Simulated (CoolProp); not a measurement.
Properties of hexamethyldisiloxane (MM) along the isobar 0.101 MPa.

Values from CoolProp's reference Helmholtz-energy equation of state, Thol 2016.

```csv
T (K),phase,density (kg/m³),cp (kJ/(kg K)),cv (kJ/(kg K)),isothermal compressibility (1/MPa)
421.1,gas,4.879,1.841,1.778,10.33
436.4,gas,4.684,1.877,1.816,[?]
451.7,gas,4.507,1.913,[?],10.23
467,gas,4.343,1.949,1.890,10.19
482.3,gas,4.193,1.984,1.926,10.15
497.6,gas,4.053,2.018,[?],10.13
512.9,gas,3.923,[?],1.996,10.10
528.2,gas,3.802,2.086,2.030,10.08
543.5,gas,3.688,2.118,2.063,10.06
558.8,gas,3.582,2.150,2.095,10.05
574.1,gas,3.481,2.182,2.127,10.03
589.4,gas,3.387,2.212,2.158,10.02
604.7,gas,3.297,2.242,2.188,10.01
620,gas,3.213,[?],2.218,9.999
```

Complete the blanks.


- 436.4, isothermal compressibility (1/MPa): 10.27
- 451.7, cv (kJ/(kg K)): 1.853
- 497.6, cv (kJ/(kg K)): 1.961
- 512.9, cp (kJ/(kg K)): 2.052
- 620, cp (kJ/(kg K)): 2.272
